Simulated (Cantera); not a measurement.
## Equilibrium for silicon nitride deposition: Si2Cl6 + NH3

A closed system holds: 1 mol Si2Cl6, a varied amount of NH3, at 82.0 mbar.

Cantera equilibrium calculation (NASA polynomials, part measured and part estimated; ideal gas, pure solids and liquids). Candidate condensed phases: NH4Cl, Si, Si3N4; 28 gas species. The feed counts by its element totals alone. Mutual solubility and eutectic melting of coexisting phases are not modelled. The tables' values for SiCl3 are old estimates. Rates play no part.

Q: Map the stable condensed phases over T = 700, 800, 900, 1000, 1100, 1200, 1300, 1400, 1500, 1600, 1700, 1800 °C and n(NH3) in mol = 0.56, 0.79, 1.1, 1.6, 2.2, 3.1, 4.4.

A: 
```
T in °C \ n(NH3) in mol
         0.56 0.79  1.1  1.6  2.2  3.1  4.4
   1800     A    A    A    A    A    A    B
   1700     A    A    A    A    A    A    B
   1600     A    A    A    A    A    A    B
   1500     A    A    A    A    A    C    C
   1400     A    A    A    C    C    C    C
   1300     C    C    C    C    C    C    C
   1200     C    C    C    C    C    C    C
   1100     C    C    C    C    C    C    C
   1000     C    C    C    C    C    C    C
    900     D    C    C    C    C    C    C
    800     D    C    C    C    C    C    C
    700     D    C    C    C    C    C    C
```
A: gas only; B: Si; C: Si3N4; D: Si + Si3N4.
